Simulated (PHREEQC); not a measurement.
A solution holds 17 mmol/kgw Cu(BF4)2 and 5.3 mmol/kgw H2SO4, at 47 °C. Closed to the air; pH follows from the charge balance.

The numbers come from PHREEQC with the ion-association model, wateq4f.dat.

```tsv
quantity	before	after
pH	2.17	2.90
ionic strength (mol/kgw)	0.0562	0.00654
BF4- (mol/kgw)	0.0296	0.00170
Cu+2 (mol/kgw)	0.0153	0.00159
SO4-2 (mol/kgw)	0.00232	0.000394
SI of Chalcanthite (CuSO4:5H2O)	-2.59	-3.94
SI of CuF2:2H2O (CuF2:2H2O)	-3.76	-3.91
```

Name the change that produced these shifts.
A) temperature from 47 to 35 °C
B) diluted 10-fold with water
C) H2SO4 from 0.0053 to 0.00795 mol/kgw
D) Cu(BF4)2 from 0.017 to 0.0034 mol/kgw
E) temperature from 47 to 40 °C

B, diluted 10-fold with water

No solid was allowed to form. Away from 25 °C the constants follow the database's enthalpies or fits; those with neither stay at their 25 °C values. Real BF4- forms and hydrolyses slowly; the run takes it at equilibrium.
